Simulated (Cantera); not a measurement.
Input: 1 mol SiCl4, 0.017 mol CH4, 3.9 mol H2, 0.01 mol C3H8, held at 1773 K and 75.0 Torr.

Equilibrium computed with Cantera from the NASA thermochemical tables; the gas is ideal and each condensed phase is pure. Candidate condensed phases: C, C6H6, C7H8, C8H18, Si, SiC; 109 gas species. The tables' values for SiCl3, SiCl are old estimates; treat these amounts as uncertain. Kinetics and transport are ignored.

Base state: H2 0.502, HCl 0.336, SiCl2 0.146, SiCl3 0.0125, SiCl4 0.00181, H 0.000637, SiHCl3 0.000634, Cl 0.000328 (mole fractions); condensed: SiC(s).

Question: What changes in the equilibrium state with this change: H2 from 3.9 to 250 mol?

Answer: 
```tsv
species	before	after
H2	0.502	0.984
HCl	0.336	0.0145
H	0.000637	0.000892
SiCl2	0.146	0.000683
SiCl3	0.0125	1.80e-6
SiCl4	0.00181	8.01e-9
SiHCl3	0.000634	1.28e-7
SiH2Cl2	3.98e-5	3.66e-7
Cl	0.000328	1.01e-5
SiC(s), mol	0.0470	0.0465
Si(l), mol	0	0.764
```
Mutual solubility and eutectic melting of coexisting phases are not modelled. The tables' values for SiCl are old estimates; treat these amounts as uncertain. Gases not in the tables: Si2H6 and higher silanes.

Question: What changes in the equilibrium state with this change: SiCl4 replaced by SiH4?

Answer: 
```csv
species,before,after
H2,0.502,0.999
H,0.000637,0.000899
SiH2,2.49e-6,2.47e-5
HCl,0.336,0
SiCl2,0.146,0
SiCl3,0.0125,0
SiCl4,0.00181,0
SiHCl3,0.000634,0
Cl,0.000328,0
SiCl,6.56e-5,0
SiH2Cl2,3.98e-5,0
"SiC(s), mol",0.0470,0.0470
"Si(l), mol",0,0.953
```
Mutual solubility and eutectic melting of coexisting phases are not modelled. Gases not in the tables: Si2H6 and higher silanes.
